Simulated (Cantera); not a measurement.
Charge: 1 mol AlCl3, 27 mol N2, 16 mol H2, 0.42 mol H2O, at 0.0133 bar.

These are equilibrium values from Cantera (NASA tables, ideal gas, pure condensed phases), not measurements of a reactor. Candidate condensed phases: Al, AlCl3, AlN, Al2O3, H2O, NH4Cl; 45 gas species. Mutual solubility and eutectic melting of coexisting phases are not modelled. The tables' values for AlCl2 are old estimates; treat these amounts as uncertain. Equilibrium is a limit: real reactors are often held back by kinetics, nucleation or transport.

x: gas mole fraction; n: condensed amount in mol.

```json
[
 {"T (K)": "1348", "x N2": "0.602", "x H2": "0.347", "x HCl": "0.0426", "x AlCl": "0.000198", "n AlN(s)": "0.342", "n Al2O3(s)": "0.140"},
 {"T (K)": "1398", "x N2": "0.602", "x H2": "0.347", "x HCl": "0.0418", "x AlCl": "0.000594", "n AlN(s)": "?", "n Al2O3(s)": "0.140"},
 {"T (K)": "1448", "x N2": "0.602", "x H2": "0.347", "x HCl": "0.0407", "x AlCl": "0.00163", "n AlN(s)": "?", "n Al2O3(s)": "0.140"},
 {"T (K)": "1498", "x N2": "0.601", "x H2": "0.347", "x HCl": "0.0388", "x AlCl": "0.00409", "n AlN(s)": "?", "n Al2O3(s)": "0.140"},
 {"T (K)": "1548", "x N2": "0.600", "x H2": "0.346", "x HCl": "0.0375", "x AlCl": "0.00813", "n AlN(s)": "0", "n Al2O3(s)": "0.140"},
 {"T (K)": "1598", "x N2": "0.599", "x H2": "0.344", "x HCl": "0.0411", "x AlCl": "0.00998", "n AlN(s)": "0", "n Al2O3(s)": "0.140"},
 {"T (K)": "1648", "x N2": "0.598", "x H2": "0.342", "x HCl": "0.0439", "x AlCl": "0.0115", "n AlN(s)": "0", "n Al2O3(s)": "0.140"}
]
```

Question: What belongs in the gaps?

Answer: 
- 1398, n AlN(s): 0.315
- 1448, n AlN(s): 0.260
- 1498, n AlN(s): 0.149
